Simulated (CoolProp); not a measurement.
Vapour-liquid equilibrium of ethanol (1) + n-octane (2) at 139.85 °C; x and y are mole fractions of (1).

The numbers come from the multi-fluid Helmholtz-energy mixture model, Schroeder 2014 and Beckmüller 2019; pair parameters Bell 2016 in CoolProp.

```
x      bubble pressure (MPa)  y at the bubble point  dew pressure at overall composition x (MPa)  liquid density (mol/L)
-----  ---------------------  ---------------------  -------------------------------------------  ----------------------
0.05                  0.2764                  0.462                                       0.1560                   5.386
0.125                 0.4084                  0.641                                       0.1697                   5.642
0.2                   0.4913                  0.708                                       0.1858                   5.930
0.275                 0.5445                  0.743                                       0.2052                   6.257
0.35                  0.5805                  0.765                                       0.2289                   6.630
0.425                 0.6072                  0.782                                       0.2586                   7.060
0.5                   0.6293                  0.797                                       0.2968                   7.560
0.575                 0.6496                  0.813                                       0.3476                   8.145
0.65                  0.6694                  0.831                                       0.4177                   8.836
0.725                 0.6894                  0.852                                       0.5164                   9.656
0.8                   0.7093                  0.880                                       0.6333                   10.64
0.875                 0.7282                  0.916                                       0.7060                   11.83
0.95                  0.7448                  0.962                                       0.7412                   13.27
```

No azeotrope shows between x = 0.05 and 0.95.

The pair parameters rest on a limited set of measurements; away from them the model extrapolates. With so large a gap from Raoult's law the liquid may split in two, which this calculation doesn't test in full.
